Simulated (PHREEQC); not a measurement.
Dissolve 0.0012 mol/kgw HF, 3.5e-05 mol/kgw NH4F, 0.15 mol/kgw (NH4)2SiF6 and 0.052 mol/kgw H2SO4 at 25 °C. Closed to the air; pH follows from the charge balance.

Computed with PHREEQC (ion-association model, wateq4f.dat).

```
quantity                  before    after
------------------------  ------  -------
pH                          1.24     0.79
ionic strength (mol/kgw)   0.528    0.213
NH4+ (mol/kgw)             0.288  3.41e-5
HSO4- (mol/kgw)           0.0253   0.0449
SO4-2 (mol/kgw)           0.0147  0.00715
NH4SO4- (mol/kgw)         0.0119  9.09e-7
```

Question: What was changed between the two runs?
A) temperature from 25 to 40 °C
B) (NH4)2SiF6 replaced by HBF4 at the same molality
C) temperature from 25 to 20 °C
D) 0.083 mol/kgw NH3 added
E) 0.03 mol/kgw CO2 added

Answer: B, (NH4)2SiF6 replaced by HBF4 at the same molality

This is a speciation only: nothing precipitates in the calculation. Some of these states are supersaturated (in Quartz (slow to form), Chalcedony (slow to form), for instance). SiF6-2 is the database's only silicon fluoride.
